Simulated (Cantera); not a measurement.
# Thermodynamics of iron carbonyl, mercury and lead vapours, feed Fe(CO)₅ + O₂ + N₂

Input: 1 mol Fe(CO)₅, 0.029 mol O₂, 6.2 mol N₂, held at 0.610 bar.

Cantera equilibrium calculation (NASA polynomials, part measured and part estimated; ideal gas, pure solids and liquids). Candidate condensed phases: C, Fe, Fe(CO)₅, FeO, Fe₂O₃, Fe₃O₄; 27 gas species. The tables' stoichiometric FeO is somewhat more stable than real wüstite, so its field is too wide. FeO: taken at fixed stoichiometry. Condensed phases not in the tables: cementite and carbon dissolved in iron. Rates play no part.

```tsv
T (°C)	x N₂	x CO	x CO₂	x Fe	n C(graphite)	n FeO(s)	n Fe(α)	n Fe(γ)
650	0.666	0.231	0.103	<1e-12	1.90	1.00	0	0
700	0.590	0.340	0.0706	<1e-12	0.685	0	1.00	0
750	0.570	0.396	0.0342	<1e-12	0.315	0	1.00	0
800	0.559	0.425	0.0155	<1e-12	0.114	0	1.00	0
850	0.555	0.438	0.00708	5.11e-12	0.0211	0	1.00	0
900	0.554	0.441	0.00518	3.22e-11	0	0	1.00	0
950	0.554	0.441	0.00518	1.73e-10	0	0	0	1.00
1000	0.554	0.441	0.00518	8.16e-10	0	0	0	1.00
1050	0.554	0.441	0.00518	3.41e-9	0	0	0	1.00
1100	0.554	0.441	0.00518	1.28e-8	0	0	0	1.00
1150	0.554	0.441	0.00518	4.37e-8	0	0	0	1.00
```
x: gas mole fraction; n: condensed amount in mol.

At 650 °C the condensed part is C(graphite) + FeO(s). From 700 °C to 850 °C the condensed part is C(graphite) + Fe(α). At 900 °C the condensed part is Fe(α). From 950 °C to 1150 °C the condensed part is Fe(γ).
